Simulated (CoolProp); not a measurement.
Vapour-liquid equilibrium of propane (1) + isohexane (2) at 240.9 K; x and y are mole fractions of (1).

Model: multi-fluid Helmholtz-energy mixture model, Lemmon 2009 and Lemmon 2006; pair parameters Bell 2016, in CoolProp.

```json
[
 {"x": "0.05", "bubble pressure, mixture model (bar)": "0.09660", "bubble pressure, Raoult's law (bar)": "0.08937", "y, mixture model": "0.868", "y, Raoult's law": "0.859"},
 {"x": "0.15", "bubble pressure, mixture model (bar)": "0.2592", "bubble pressure, Raoult's law (bar)": "0.2415", "y, mixture model": "0.955", "y, Raoult's law": "0.953"},
 {"x": "0.25", "bubble pressure, mixture model (bar)": "0.4168", "bubble pressure, Raoult's law (bar)": "0.3937", "y, mixture model": "0.975", "y, Raoult's law": "0.975"},
 {"x": "0.35", "bubble pressure, mixture model (bar)": "0.5699", "bubble pressure, Raoult's law (bar)": "0.5458", "y, mixture model": "0.984", "y, Raoult's law": "0.984"},
 {"x": "0.45", "bubble pressure, mixture model (bar)": "0.7194", "bubble pressure, Raoult's law (bar)": "0.6979", "y, mixture model": "0.989", "y, Raoult's law": "0.990"},
 {"x": "0.55", "bubble pressure, mixture model (bar)": "0.8661", "bubble pressure, Raoult's law (bar)": "0.8501", "y, mixture model": "0.992", "y, Raoult's law": "0.993"},
 {"x": "0.65", "bubble pressure, mixture model (bar)": "1.011", "bubble pressure, Raoult's law (bar)": "1.002", "y, mixture model": "0.995", "y, Raoult's law": "0.995"},
 {"x": "0.75", "bubble pressure, mixture model (bar)": "1.156", "bubble pressure, Raoult's law (bar)": "1.154", "y, mixture model": "0.996", "y, Raoult's law": "0.997"},
 {"x": "0.85", "bubble pressure, mixture model (bar)": "1.304", "bubble pressure, Raoult's law (bar)": "1.307", "y, mixture model": "0.998", "y, Raoult's law": "0.998"},
 {"x": "0.95", "bubble pressure, mixture model (bar)": "1.456", "bubble pressure, Raoult's law (bar)": "1.459", "y, mixture model": "0.999", "y, Raoult's law": "1.000"}
]
```

The largest gap from Raoult's law is +8.1 % in bubble pressure, at x = 0.05. No azeotrope shows between x = 0.05 and 0.95.

The pair parameters rest on a limited set of measurements; away from them the model extrapolates.
